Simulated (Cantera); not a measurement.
# Tantalum, niobium, vanadium and zirconium in process gases: Ta + CO₂ + H₂

Feed: 1 mol Ta, 0.39 mol CO₂, 46 mol H₂, held at 1225 °C and 0.133 bar.

Cantera equilibrium calculation (NASA polynomials, part measured and part estimated; ideal gas, pure solids and liquids). Candidate condensed phases: C, C₆H₆, C₇H₈, C₈H₁₈, H₂O, Ta, TaC, Ta₂O₅; 113 gas species. Mutual solubility and eutectic melting of coexisting phases are not modelled. TaC: taken at fixed stoichiometry. Condensed phases not in the tables: Ta₂C, N, O or C dissolved in the metal. Equilibrium is a limit: real reactors are often held back by kinetics, nucleation or transport.

```
Property                                    Value
--------------------------------------  ---------
x(H₂)                                       1.000
x(H₂O)                                    9.26e-5
x(H)                                      4.71e-5
x(CO)                                     5.08e-6
n(Ta(s))                                0.300 mol
n(TaC(s))                               0.390 mol
n(Ta₂O₅(s))                             0.155 mol
gas amount                              46.00 mol
log10 activity of C(graphite) (absent)      -4.90
```
